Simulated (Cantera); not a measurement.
Charge: 1 mol Ti(OiPr)4, 0.11 mol H2O, 24 mol H2, held at 8.60 mbar.

Equilibrium computed with Cantera from the NASA thermochemical tables; the gas is ideal and each condensed phase is pure. Candidate condensed phases: C, C6H6, C7H8, C8H18, H2O, Ti, TiC, TiO, TiO2, Ti2O3, Ti3O5, Ti4O7; 113 gas species. The feed counts by its element totals alone. Mutual solubility and eutectic melting of coexisting phases are not modelled. TiC: taken at fixed stoichiometry. Condensed phases not in the tables: Magnéli phases beyond Ti4O7. Kinetics and transport are ignored.

x: gas mole fraction; n: condensed amount in mol.

| T (K) | x H2 | x CO | x H | x CH4 | x H2O | n C(graphite) | n Ti4O7(s) | n Ti3O5(s) | n TiC(s) |
|---|---|---|---|---|---|---|---|---|---|
| 1075 | 0.941 | 0.0583 | 1.54e-7 | 0.000344 | 5.96e-5 | 9.63 | 0.250 | 0 | 0 |
| 1125 | 0.940 | 0.0602 | 4.64e-7 | 0.000219 | 3.13e-5 | 9.55 | 0 | 0.333 | 0 |
| 1175 | 0.905 | 0.0947 | [?] | [?] | [?] | 7.08 | 0 | [?] | 0.927 |
| 1225 | 0.903 | 0.0973 | 3.19e-6 | 9.20e-5 | 1.49e-5 | 6.89 | 0 | 0 | 1.00 |
| 1275 | 0.903 | 0.0973 | 7.55e-6 | 6.49e-5 | 8.81e-6 | 6.89 | 0 | 0 | 1.00 |
| 1325 | 0.903 | 0.0973 | 1.68e-5 | 4.70e-5 | 5.44e-6 | 6.89 | 0 | 0 | 1.00 |
| 1375 | 0.903 | 0.0973 | 3.51e-5 | 3.49e-5 | 3.48e-6 | 6.89 | 0 | 0 | 1.00 |
| 1425 | 0.903 | 0.0973 | [?] | [?] | [?] | 6.89 | 0 | 0 | 1.00 |
| 1475 | 0.902 | 0.0973 | 0.000133 | 2.04e-5 | 1.56e-6 | 6.89 | 0 | 0 | 1.00 |
| 1525 | 0.902 | 0.0973 | 0.000242 | 1.60e-5 | 1.09e-6 | 6.89 | 0 | 0 | 1.00 |
| 1575 | 0.902 | 0.0973 | 0.000426 | 1.27e-5 | 7.75e-7 | 6.89 | 0 | 0 | 1.00 |

Question: Complete the blanks.

Answer: 
- 1175, x H: 1.26e-6
- 1175, x CH4: 0.000135
- 1175, x H2O: 2.56e-5
- 1175, n Ti3O5(s): 0.0242
- 1425, x H: 6.99e-5
- 1425, x CH4: 2.64e-5
- 1425, x H2O: 2.30e-6
